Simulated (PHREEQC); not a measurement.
Dissolve 0.011 mol NiSO4, 6.5e-05 mol Na2SO4 and 4.8e-05 mol H2SO4 per kg of water at 17 °C. Closed to the air; pH follows from the charge balance.

Equilibrium calculation in PHREEQC: ion-association model, wateq4f.dat.

```tsv
quantity	before	after
pH	4.21	3.91
ionic strength (mol/kgw)	0.0319	0.0320
SO4-2 (mol/kgw)	0.00799	0.00801
Ni+2 (mol/kgw)	0.00790	0.00790
NiSO4 (mol/kgw)	0.00310	0.00310
SI of Morenosite (NiSO4:7H2O)	-2.35	-2.35
SI of Mirabilite (Na2SO4:10H2O)	-8.81	-8.81
```

Problem. Name the change that produced these shifts.
A. H2SO4 from 4.8e-05 to 9.6e-05 mol/kgw
B. Na2SO4 from 6.5e-05 to 0.00013 mol/kgw
C. H2SO4 from 4.8e-05 to 7.2e-05 mol/kgw
D. temperature from 17 to 5 °C
E. NiSO4 from 0.011 to 0.022 mol/kgw

Solution. A, H2SO4 from 4.8e-05 to 9.6e-05 mol/kgw

No solid was allowed to form.
